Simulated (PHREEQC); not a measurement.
Make-up at 25 °C: 34 mmol/kgw CsOH and 0.5 mmol/kgw H4SiO4. Closed to the air; pH follows from the charge balance.

The numbers come from PHREEQC with the ion-association model, wateq4f.dat.

Each row changes one thing in this solution. No solid was allowed to form.

```
case                                      pH  ionic strength (mol/kgw)
-------------------------------------  -----  ------------------------
as made                                12.45                    0.0341
diluted 2-fold with water              12.16                    0.0170
H4SiO4 from 0.0005 to 0.00075 mol/kgw  12.44                    0.0342
temperature from 25 to 70 °C           11.25                    0.0341
H4SiO4 left out                        12.45                    0.0340
CsOH left out                           6.54                   2.89e-7
```

Complexes and solids missing from the database can't appear. Some of these states are supersaturated (in Quartz (slow to form), Chalcedony (slow to form), for instance). At this temperature some constants are extrapolated from 25 °C, and those without enthalpy data are left unchanged.
